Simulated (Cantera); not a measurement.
A closed system holds: 1 mol SiC, 0.0038 mol O₂, 3.7 mol H₂, held at 1925 K and 10000 Pa.

Cantera equilibrium calculation (NASA polynomials, part measured and part estimated; ideal gas, pure solids and liquids). Gases not in the tables: Si₂H₆ and higher silanes. Kinetics and transport are ignored.

```json
[
 {"species": "H₂", "before": "0.995", "after": "0.996"},
 {"species": "H", "before": "0.00302", "after": "0.00170"},
 {"species": "CO", "before": "0.00108", "after": "0.00104"},
 {"species": "Si", "before": "7.67e-5", "after": "2.38e-5"},
 {"species": "SiO", "before": "0.000965", "after": "0.00100"},
 {"species": "SiH", "before": "1.97e-5", "after": "7.45e-6"},
 {"species": "SiH₂", "before": "2.99e-5", "after": "1.55e-5"},
 {"species": "SiC(s), mol", "before": "0.996", "after": "0.996"}
]
```
Gas species are given as mole fractions.

Task: Name the change that produced these shifts.
A. temperature from 1925 K to 1850 K
B. temperature from 1925 K to 1275 K
C. temperature from 1925 K to 1350 K
D. 0.083 mol CH₄ added

Result: A, temperature from 1925 K to 1850 K
